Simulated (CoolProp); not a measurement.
Vapour pressure (MPa) of diethyl ether: the reference equation beside estimates from Tc = 467.9 K, pc = 3.717 MPa, ω = 0.282. Clausius-Clapeyron is anchored at 375.9 K with a constant enthalpy of vaporisation of 21.31 kJ/mol.

Model: reference Helmholtz-energy equation of state, Thol 2014, in CoolProp.

```
T (K)  reference  Lee-Kesler  Clausius-Clapeyron  van der Waals  Redlich-Kwong  Soave-Redlich-Kwong  Peng-Robinson
-----  ---------  ----------  ------------------  -------------  -------------  -------------------  -------------
335.2     0.2460      0.2449              0.3042         0.8377         0.3940               0.2447         0.2434
345.4     0.3277      0.3269              0.3813         0.9719         0.5011               0.3269         0.3242
355.6     0.4285      0.4281              0.4718          1.119         0.6273               0.4286         0.4241
365.7     0.5497      0.5497              0.5758          1.278         0.7728               0.5513         0.5447
375.9     0.6964      0.6969              0.6964          1.453         0.9420               0.7004         0.6913
386       0.8685      0.8694              0.8324          1.640          1.133               0.8758         0.8641
396.2      1.073       1.074              0.9876          1.844          1.351                1.084          1.070
406.4      1.310       1.312               1.162          2.063          1.596                1.327          1.310
416.5      1.582       1.584               1.354          2.294          1.867                1.605          1.586
```

Absolute difference from the reference over all 9 rows, mean and median: Lee-Kesler 0.1 and 0.1 %, Clausius-Clapeyron 10.3 and 10.1 %, van der Waals 122.5 and 108.6 %, Redlich-Kwong 36.8 and 35.3 %, Soave-Redlich-Kwong 0.7 and 0.6 %, Peng-Robinson 0.6 and 0.7 %.
